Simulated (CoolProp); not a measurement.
n-heptane along the isobar 13.6 MPa: fugacity coefficient from the reference equation and from simpler models built on Tc = 541.2 K, pc = 2.774 MPa, ω = 0.349; each cubic takes its own stable root.

Model: reference Helmholtz-energy equation of state, Span 2003, in CoolProp. It is a short technical equation, of lower accuracy than the large ones.

```csv
T (K),phase,reference,van der Waals,Redlich-Kwong
303.7,liquid,0.001284,[?],0.004894
317.4,liquid,0.002323,0.05097,0.007763
331.1,liquid,0.003952,0.06152,0.01171
344.7,liquid,0.006356,0.07302,0.01688
358.4,liquid,0.009791,[?],0.02351
372.1,liquid,0.01448,0.09909,0.03170
385.8,liquid,[?],0.1135,0.04154
399.4,liquid,0.02846,0.1286,0.05299
413.1,liquid,0.03820,0.1445,0.06625
426.8,liquid,0.04998,0.1611,0.08121
440.4,liquid,0.06381,0.1782,0.09768
454.1,liquid,[?],0.1959,0.1158
467.8,liquid,0.09827,[?],0.1355
481.5,liquid,0.1188,0.2326,0.1564
495.1,liquid,0.1412,0.2514,0.1783
508.8,liquid,0.1657,0.2705,0.2014
```

Task: Some entries are withheld; supply them.

Result: 
- 303.7, van der Waals: 0.04150
- 358.4, van der Waals: 0.08558
- 385.8, reference: 0.02065
- 454.1, reference: 0.07993
- 467.8, van der Waals: 0.2141
